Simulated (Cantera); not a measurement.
A closed system holds: 1 mol SiCl₄, 0.23 mol N₂, 3.9 mol NH₃, held at 877 °C and 26.0 Pa.

These are equilibrium values from Cantera (NASA tables, ideal gas, pure condensed phases), not measurements of a reactor. Candidate condensed phases: NH₄Cl, Si, Si₃N₄; 28 gas species. The tables' values for SiCl₃ are old estimates; treat these amounts as uncertain. Equilibrium is a limit: real reactors are often held back by kinetics, nucleation or transport.

**Question.** What is the equilibrium state?

**Answer.** 
| Item | Result |
|---|---|
| x(H₂) | 0.426 |
| x(HCl) | 0.399 |
| x(N₂) | 0.167 |
| x(SiCl₄) | 0.00527 |
| x(SiCl₂) | 0.00211 |
| x(SiCl₃) | 0.00101 |
| x(SiHCl₃) | 0.000114 |
| x(H) | 3.02e-6 |
| x(Cl) | 2.49e-6 |
| n(Si₃N₄(s)) | 0.307 mol |
| gas amount | 9.361 mol |
| log10 activity of Si(s) (absent) | -2.59 |
